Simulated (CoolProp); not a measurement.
CH3F (R41) at several states: Z from the reference equation and from simpler models built on Tc = 44.1 °C, pc = 5906 kPa, ω = 0.200; each cubic takes its own stable root.

Values from CoolProp's reference Helmholtz-energy equation of state, Lemmon 2006. It is a short technical equation, of lower accuracy than the large ones.

```
T (°C)  p (kPa)   phase  reference  Redlich-Kwong  Soave-Redlich-Kwong
------  -------  ------  ---------  -------------  -------------------
71.25      5220     gas     0.6976         0.7190               0.7335
141.55      153     gas     0.9958         0.9960               0.9966
-79.45    33400  liquid     0.7664         0.9754               0.9626
```
